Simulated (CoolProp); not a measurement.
Vapour-liquid equilibrium of ethylbenzene (1) + n-nonane (2) at 40.85 °C; x and y are mole fractions of (1).

Computed with CoolProp (multi-fluid Helmholtz-energy mixture model, Zhou 2012 and Lemmon 2006; pair parameters Bell 2016).

```json
[
 {"x": "0.05", "bubble pressure (MPa)": "0.001606", "y at the bubble point": "0.123", "dew pressure at overall composition x (MPa)": "0.001530", "liquid density (mol/L)": "5.558"},
 {"x": "0.2", "bubble pressure (MPa)": "0.001948", "y at the bubble point": "0.386", "dew pressure at overall composition x (MPa)": "0.001694", "liquid density (mol/L)": "5.841"},
 {"x": "0.35", "bubble pressure (MPa)": "0.002238", "y at the bubble point": "(withheld)", "dew pressure at overall composition x (MPa)": "0.001893", "liquid density (mol/L)": "6.153"},
 {"x": "0.5", "bubble pressure (MPa)": "0.002476", "y at the bubble point": "0.677", "dew pressure at overall composition x (MPa)": "0.002135", "liquid density (mol/L)": "(withheld)"},
 {"x": "0.65", "bubble pressure (MPa)": "(withheld)", "y at the bubble point": "(withheld)", "dew pressure at overall composition x (MPa)": "0.002420", "liquid density (mol/L)": "6.887"},
 {"x": "0.8", "bubble pressure (MPa)": "0.002832", "y at the bubble point": "0.866", "dew pressure at overall composition x (MPa)": "0.002717", "liquid density (mol/L)": "(withheld)"},
 {"x": "0.95", "bubble pressure (MPa)": "(withheld)", "y at the bubble point": "0.963", "dew pressure at overall composition x (MPa)": "(withheld)", "liquid density (mol/L)": "7.814"}
]
```

Q: Fill in the missing entries.

A: 
- 0.35, y at the bubble point: 0.556
- 0.5, liquid density (mol/L): 6.500
- 0.65, bubble pressure (MPa): 0.002670
- 0.65, y at the bubble point: 0.775
- 0.8, liquid density (mol/L): 7.323
- 0.95, bubble pressure (MPa): 0.002964
- 0.95, dew pressure at overall composition x (MPa): 0.002949

No azeotrope shows between x = 0.05 and 0.95.

The pair parameters rest on a limited set of measurements; away from them the model extrapolates.
